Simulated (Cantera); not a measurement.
Input (Python, Cantera) and output of one run.

```python
import numpy as np
import cantera as ct

gas_names = """
    C CH CH2 CH3 CH2OH CH3O CH4 CH3OH CO CO2 COOH C2 C2H CHCO,ketyl C2H2,acetylene C2H2,vinylidene
    CH2CO,ketene C2H3,vinyl CH3CO,acetyl C2H4 C2H4O,ethylen CH3CHO,ethanal CH3COOH (HCOOH)2 C2H5 C2H6
    CH3OCH3 C2H5OH C2O C3 C3H3,propargyl C3H4,allene C3H4,propyne C3H4,cyclo- C3H5,allyl C3H6,propylene
    C3H6,cyclo- C3H6O C3H7,n-propyl C3H7,i-propyl C3H8 C3H8O,1propanol C3H8O,2propanol C3O2 C4 C4H2
    C4H4,1,3-cyclo- C4H6,butadiene C4H6,2-butyne C4H6,cyclo- C4H8,1-butene C4H8,cis2-buten
    C4H8,tr2-butene C4H8,isobutene C4H8,cyclo- (CH3COOH)2 C4H9,n-butyl C4H9,i-butyl C4H9,s-butyl
    C4H9,t-butyl C4H10,isobutane C4H10,n-butane C5 C5H6,1,3cyclo- C5H8,cyclo- C5H10,1-pentene
    C5H10,cyclo- C5H11,pentyl C5H11,t-pentyl C5H12,n-pentane C5H12,i-pentane CH3C(CH3)2CH3 C6H2
    C6H5,phenyl C6H5O,phenoxy C6H6 C6H5OH,phenol C6H10,cyclo- C6H12,1-hexene C6H12,cyclo- C6H13,n-hexyl
    C7H7,benzyl C7H8 C7H8O,cresol C7H14,1-heptene C7H15,n-heptyl C7H16,n-heptane C8H8,styrene
    C8H10,ethylbenz C8H16,1-octene C8H17,n-octyl C8H18,isooctane C8H18,n-octane C9H19,n-nonyl
    C10H8,naphthale C10H21,n-decyl C12H9,o-bipheny C12H10,bipheny H HCO HO2 H2 HCHO,formaldehy HCOOH H2O
    H2O2 O OH O2 O3
""".split()
cond_names = """
    C(gr) C6H6(L) C7H8(L) C8H18(L),n-octa H2O(s) H2O(L)
""".split()


def load(file, names, dense=False):
    # The tables refer to 1 bar. Condensed volumes are neglected.
    table = {s.name: s for s in ct.Species.list_from_file(file)}
    out = []
    for n in names:
        d = dict(table[n].input_data)
        d["thermo"] = dict(d["thermo"], **{"reference-pressure": 1e5})
        if dense:
            d["equation-of-state"] = {"model": "constant-volume", "density": "1e6 g/cm^3"}
        out.append(ct.Species.from_dict(d))
    return out


gas = ct.Solution(thermo="ideal-gas", species=load("nasa_gas.yaml", gas_names))
cond = {s.name: ct.Solution(thermo="fixed-stoichiometry", species=[s], name=s.name)
        for s in load("nasa_condensed.yaml", cond_names, dense=True)}
atoms = {
    'C6H6': {'C': 6, 'H': 6},
    'CO2': {'C': 1, 'O': 2},
    'O2': {'O': 2},
}
top_T = {'C(gr)': 4500}  # K; cautious upper limits of use, not melting points


def equilibrate(T, P, feed):
    n = {}
    for name, mol in feed.items():
        for a, k in atoms[name].items():
            n[a] = n.get(a, 0.0) + k * mol
    gas.TPX = T, P, n
    mass = sum(n.values()) * gas.mean_molecular_weight
    gas.equilibrate("TP")
    valid = [c for c in cond.values() if c.min_temp <= T <= top_T.get(c.name, c.max_temp)]
    mix = ct.Mixture([(gas, mass / gas.mean_molecular_weight)] + [(c, 0.0) for c in valid])
    mix.T, mix.P = T, P
    mix.equilibrate("TP", solver="vcs", rtol=1e-11, max_steps=5000)
    return mix


results = []
feed = {'C6H6': 1, 'CO2': 0.13, 'O2': 0.95}  # mol
P = 133.322  # Pa
for T in [1773, 1873, 1973, 2073, 2173, 2273, 2373, 2473]:
    mix = equilibrate(T, P, feed)
    results.append((T, P, feed, dict(zip(mix.species_names, mix.species_moles))))

top = {s: max(r[3][s] / sum(r[3][g] for g in gas_names) for r in results) for s in gas_names}
cols = sorted((s for s in top if top[s] > 0.0001), key=lambda s: -top[s])[:6]
seen = [c for c in cond_names if any(r[3].get(c, 0) > 1e-12 for r in results)]
print("log10 of partial pressures in bar; condensed amounts in mol")
print(f"{'T/K':>10s}" + "".join(f"{s[:9]:>10s}" for s in cols + seen))
for T, P, feed, n in results:
    ng = sum(n[g] for g in gas_names)
    print(f"{T:10.4g}" + "".join(f"{np.log10(max(n[s] / ng * P / 1e5, 1e-99)):10.3f}" for s in cols)
          + "".join(f"{n.get(c, 0):10.4g}" for c in seen))
```

It prints:

```
log10 of partial pressures in bar; condensed amounts in mol
       T/K        H2        CO         H C2H2,acet        C3       C2H     C(gr)
      1773    -3.114    -3.255    -5.103    -6.968   -13.305   -11.065     3.969
      1873    -3.119    -3.256    -4.750    -6.624   -12.011   -10.184     3.968
      1973    -3.128    -3.259    -4.434    -6.321   -10.850    -9.395     3.966
      2073    -3.144    -3.265    -4.152    -6.055    -9.804    -8.687     3.963
      2173    -3.171    -3.274    -3.902    -5.827    -8.857    -8.052     3.958
      2273    -3.215    -3.288    -3.683    -5.639    -7.996    -7.482      3.95
      2373    -3.284    -3.309    -3.497    -5.495    -7.209    -6.975      3.94
      2473    -3.385    -3.334    -3.344    -5.400    -6.488    -6.529     3.924
```

These are equilibrium values from Cantera (NASA tables, ideal gas, pure condensed phases), not measurements of a reactor.
